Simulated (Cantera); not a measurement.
Charge: 1 mol SiC, 0.15 mol Si, 5.2 mol N2, equilibrated at 17.0 Pa.

Cantera equilibrium calculation (NASA polynomials, part measured and part estimated; ideal gas, pure solids and liquids). Candidate condensed phases: C, Si, SiC, Si3N4; 20 gas species. Equilibrium is a limit: real reactors are often held back by kinetics, nucleation or transport.

Task: Which condensed phases are stable at each of these points (T (K)): 1848, 1948, 2048, 2148, 2248, 2348, 2448, 2548, 2648, 2748?

Result: 
| T (K) | condensed phases | Si condensed (%) |
|---|---|---|
| 1848 | SiC(s) | 86.8 |
| 1948 | SiC(s) | 86.6 |
| 2048 | C(graphite) + SiC(s) | 84.8 |
| 2148 | C(graphite) + SiC(s) | 27.2 |
| 2248 | C(graphite) | 0.0 |
| 2348 | C(graphite) | 0.0 |
| 2448 | C(graphite) | 0.0 |
| 2548 | C(graphite) | 0.0 |
| 2648 | gas only | 0.0 |
| 2748 | gas only | 0.0 |

From 1848 K to 1948 K the condensed part is SiC(s). From 2048 K to 2148 K the condensed part is C(graphite) + SiC(s). From 2248 K to 2548 K the condensed part is C(graphite). From 2648 K to 2748 K nothing is condensed.
